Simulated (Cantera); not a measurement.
Input: 1 mol AlCl3, 8.1 mol HCl, 240 mol N2, equilibrated at 1300 °C and 10.0 mbar.

Method: chemical equilibrium by Gibbs-energy minimisation in Cantera with the NASA 1993 tables (ideal gas, pure condensed phases). Candidate condensed phases: Al, AlCl3, AlN, NH4Cl; 20 gas species. The tables' values for AlCl2 are old estimates; treat these amounts as uncertain. Kinetics and transport are ignored.

Base state: N2 0.963, HCl 0.0320, AlCl3 0.00391, Cl 0.000641, H2 0.000260, AlCl2 9.02e-5, AlCl 1.25e-5 (mole fractions); condensed: gas only.

Task: What changes in the equilibrium state with this change: temperature from 1300 °C to 1852 °C?

Result: 
| species | before | after |
|---|---|---|
| N2 | 0.963 | 0.952 |
| HCl | 0.0320 | 0.0255 |
| Cl | 0.000641 | 0.0139 |
| AlCl | 1.25e-5 | 0.00339 |
| H | 6.56e-6 | 0.00178 |
| AlCl3 | 0.00391 | 9.93e-5 |
| H2 | 0.000260 | 0.00241 |
